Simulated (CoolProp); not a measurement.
A simple Rankine cycle with water: condensing at 299.15 K, boiler at 3.71 MPa, turbine inlet 521.1 K, turbine efficiency 0.6, pump efficiency 0.6, no recuperator. Each further row changes one setting.

Values from CoolProp's reference Helmholtz-energy equation of state, Wagner 2002.

```json
[
 {"case": "as stated", "thermal efficiency (%)": "21.7", "net work (kJ/kg)": "585", "heat in (kJ/kg)": "2690", "turbine exit temperature (K)": "299.2", "volume ratio over the turbine": "…"},
 {"case": "turbine inlet 541.1 K", "thermal efficiency (%)": "…", "net work (kJ/kg)": "603", "heat in (kJ/kg)": "2760", "turbine exit temperature (K)": "299.2", "volume ratio over the turbine": "…"},
 {"case": "condensing temperature 291.15 K", "thermal efficiency (%)": "…", "net work (kJ/kg)": "613", "heat in (kJ/kg)": "2730", "turbine exit temperature (K)": "291.1", "volume ratio over the turbine": "1030"},
 {"case": "boiler pressure 2.6 MPa", "thermal efficiency (%)": "20.9", "net work (kJ/kg)": "577", "heat in (kJ/kg)": "2760", "turbine exit temperature (K)": "299.2", "volume ratio over the turbine": "…"},
 {"case": "turbine efficiency 0.5", "thermal efficiency (%)": "18.1", "net work (kJ/kg)": "486", "heat in (kJ/kg)": "2690", "turbine exit temperature (K)": "299.2", "volume ratio over the turbine": "684"}
]
```

**Question.** Some entries are withheld; supply them.

**Answer.** 
- as stated, volume ratio over the turbine: 653
- turbine inlet 541.1 K, thermal efficiency (%): 21.8
- turbine inlet 541.1 K, volume ratio over the turbine: 622
- condensing temperature 291.15 K, thermal efficiency (%): 22.5
- boiler pressure 2.6 MPa, volume ratio over the turbine: 442

The expansion ends wet for: as stated; turbine inlet 541.1 K; condensing temperature 291.15 K; boiler pressure 2.6 MPa; turbine efficiency 0.5.
